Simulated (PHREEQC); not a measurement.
Alkaline etch or developer: an equilibrium model

Consider water at 84 °C with 0.62 mol NaOH and 0.00037 mol K3PO4 per kg of water. Closed to the air; pH follows from the charge balance.

All values are PHREEQC results (ion-association model, phreeqc.dat), not measurements.

This is a speciation only: nothing precipitates in the calculation.

Estimate the pH, activity of water, density.

pH 12.08; activity of water 0.979; density 0.995 g/cm³.

In which forms is P present?

PO4-3 95 %, HPO4-2 4.1 %, NaHPO4- 0.9 % of the P.

Constants without temperature data keep their 25 °C values here.
